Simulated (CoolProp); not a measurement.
Vapour-liquid equilibrium of R13 (1) + R11 (2) at -37.75 °C; x and y are mole fractions of (1).

Computed with CoolProp (multi-fluid Helmholtz-energy mixture model, Platzer 1990 and Jacobsen 1992; pair parameters Bell 2016). This equation is an older, rougher fit; its heat capacities, sound speeds and derivatives of the liquid may be far off and weren't checked against measurements.

```tsv
x	bubble pressure (MPa)	y at the bubble point	dew pressure at overall composition x (MPa)	liquid density (mol/L)
0.05	0.06220	0.908	0.006149	11.86
0.15	0.1605	0.966	0.006872	12.04
0.25	0.2416	0.978	0.007785	12.22
0.35	0.3086	0.984	0.008978	12.38
0.45	0.3650	0.987	0.01060	12.53
0.55	0.4142	0.990	0.01295	12.67
0.65	0.4599	0.992	0.01663	12.78
0.75	0.5057	0.994	0.02323	12.85
0.85	0.5560	0.996	0.03851	12.88
0.95	0.6158	0.998	0.1123	12.85
```

No azeotrope shows between x = 0.05 and 0.95.

The pair parameters rest on a limited set of measurements; away from them the model extrapolates. The gap from Raoult's law changes sign with composition, which may be real or a fault of the pair parameters; it wasn't checked against measurements. With so large a gap from Raoult's law the liquid may split in two, which this calculation doesn't test in full.
